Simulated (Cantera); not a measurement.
# Ignition delay

Mixture: 4.02 % CH4, 0.386 % CO, 20.1 % O2, 75.5 % N2, at 260000 Pa, adiabatic and at constant volume. Ignition delay is the time to a rise of 400 K.

Model: GRI-Mech 3.0 (53 species, 325 reactions), integrated in Cantera.

```
T0 (K)  delay (ms)
------  ----------
1098          54.5
1148          25.6
1198          12.6
1248          6.43
1298          3.42
1348          1.89
1398          1.08
1448         0.646
```

The apparent activation energy between 1348 and 1448 K is 170 kJ/mol.
